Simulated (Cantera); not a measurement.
A Cantera script and what it prints.

```python
import numpy as np
import cantera as ct

gas_names = """
    Br Br2 H HBr H2 Si SiBr SiBr2 SiBr3 SiBr4 SiH SiHBr3 SiH2 SiH2Br2 SiH3 SiH3Br SiH4 Si2 Si3
""".split()
cond_names = """
    Br2(cr) Br2(L) Si(cr) Si(L)
""".split()


# ... load() reads the species with a 1 bar reference pressure and builds the phases ...
atoms = {
    'Si': {'Si': 1},
    'Br2': {'Br': 2},
    'H2': {'H': 2},
}
top_T = {}  # K; cautious upper limits of use, not melting points


# ... equilibrate(T, P, feed) seeds the gas with the atoms and calls Mixture.equilibrate('TP', solver="vcs", rtol=1e-11, max_steps=5000) ...
results = []
feed = {'Si': 1, 'Br2': 1.5, 'H2': 1.6}  # mol
T = 848.15  # K
P = 3100  # Pa
mix = equilibrate(T, P, feed)
results.append((T, P, feed, dict(zip(mix.species_names, mix.species_moles))))
print(gas.report(threshold=0.001))
for i in range(1, mix.n_phases):
    print(f"{mix.phase(i).name:16s} {mix.phase_moles(i):12.5e} mol")
```

Output:

```
       temperature   848.15 K
          pressure   3100 Pa
           density   0.049358 kg/m^3
  mean mol. weight   112.28 kg/kmol
   phase of matter   gas

                          1 kg             1 kmol
                     ---------------   ---------------
          enthalpy       -9.1101e+05       -1.0229e+08  J
   internal energy       -9.7382e+05       -1.0934e+08  J
           entropy              2678        3.0068e+05  J/K
    Gibbs function       -3.1823e+06       -3.5731e+08  J
 heat capacity c_p            482.11             54132  J/K
 heat capacity c_v            408.06             45817  J/K

                      mass frac. Y      mole frac. X     chem. pot. / RT
                     ---------------   ---------------   ---------------
               HBr          0.010477          0.014539           -38.176
                H2           0.01197           0.66664           -20.991
             SiBr4           0.94576            0.3054           -114.06
            SiHBr3          0.030393          0.012695           -96.877
     [  +15 minor]         0.0013984        0.00072341

Br2(L)            0.00000e+00 mol
Si(cr)            2.50385e-01 mol
```

Method: chemical equilibrium by Gibbs-energy minimisation in Cantera with the NASA 1993 tables (ideal gas, pure condensed phases). The tables' values for SiBr3 are old estimates; treat these amounts as uncertain.
